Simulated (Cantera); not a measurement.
Feed: 1 mol FeS2, 3 mol SO2, 1.1 mol H2O, held at 1073.15 K and 10.0 Torr.

Cantera equilibrium calculation (NASA polynomials, part measured and part estimated; ideal gas, pure solids and liquids). Candidate condensed phases: Fe, FeO, Fe(OH)2, Fe(OH)3, FeS, FeSO4, FeS2, Fe2O3, Fe2(SO4)3, Fe3O4, H2O, H2SO4, S; 22 gas species. FeS: taken at fixed stoichiometry. Gases not in the tables: S3 to S7. The numbers say what is thermodynamically allowed, not how fast it happens.

Base state: SO2 0.656, H2O 0.231, S2 0.102, H2S 0.00591, S2O 0.00280, H2 0.00247, SO 0.000240, SH 2.39e-5 (mole fractions); condensed: FeS(s).

Q: What changes in the equilibrium state with this change: SO2 from 3 to 0.97 mol?

A: 
```json
[
 {"species": "H2O", "before": "0.231", "after": "0.403"},
 {"species": "SO2", "before": "0.656", "after": "0.391"},
 {"species": "S2", "before": "0.102", "after": "0.176"},
 {"species": "H2S", "before": "0.00591", "after": "0.0202"},
 {"species": "H2", "before": "0.00247", "after": "0.00641"},
 {"species": "SH", "before": "2.39e-5", "after": "5.08e-5"},
 {"species": "S2O", "before": "0.00280", "after": "0.00326"},
 {"species": "SO", "before": "0.000240", "after": "0.000213"},
 {"species": "FeS(s), mol", "before": "1.00", "after": "1.00"}
]
```
